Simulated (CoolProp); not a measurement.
Chlorine at 293.15 K and 1.13 MPa is throttled through a valve to 0.702 MPa with no heat exchange. Each further row changes one setting.

Values from CoolProp's reference Helmholtz-energy equation of state, Thol 2021.

| case | temperature change (K) | final phase | final density (kg/m³) |
|---|---|---|---|
| as stated | +0.1 | liquid | 1410 |
| outlet pressure 0.211 MPa | (withheld) | (withheld) | (withheld) |
| outlet pressure 0.913 MPa | +0.1 | liquid | 1410 |

Fill in the missing entries.


- outlet pressure 0.211 MPa, temperature change (K): -35.9
- outlet pressure 0.211 MPa, final phase: two-phase, vapour fraction 0.126
- outlet pressure 0.211 MPa, final density (kg/m³): 56.1
